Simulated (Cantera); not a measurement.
A perfectly stirred reactor is fed with C2H4 : H2 = 0.23 : 5.1 (molar parts), at 90.0 Torr; it is held at 1700 K, and followed from long to short residence time.

Computed with Cantera and GRI-Mech 3.0 (53 species, 325 reactions). GRI-Mech 3.0 was tuned for natural gas; its chemistry of ethylene as a main component is partial and can be far from experiment. GRI-Mech 3.0 stops at C3 and has no aromatics, soot or wall deposition, so with more carbon than oxygen in the feed, carbon stays in small species such as C2H2 where larger ones or solid carbon would form.

**Question.** Predict: x(C2H4) at τ = 0.470 s; x(H2) at τ = 0.470 s; x(H) at τ = 0.470 s; x(CH2) at τ = 0.470 s; x(C2H6) at τ = 0.470 s; x(C2H4) at τ = 9.90 ms; x(H2) at τ = 9.90 ms; x(H) at τ = 9.90 ms; x(C2H6) at τ = 9.90 ms.

**Answer.** 
```
Property                   Value
----------------------  --------
x(C2H4) at τ = 0.470 s  0.000367
x(H2) at τ = 0.470 s       0.958
x(H) at τ = 0.470 s     0.000357
x(CH2) at τ = 0.470 s    1.48e-9
x(C2H6) at τ = 0.470 s   4.00e-8
x(C2H4) at τ = 9.90 ms    0.0150
x(H2) at τ = 9.90 ms       0.958
x(H) at τ = 9.90 ms      6.56e-5
x(C2H6) at τ = 9.90 ms   5.56e-7
```
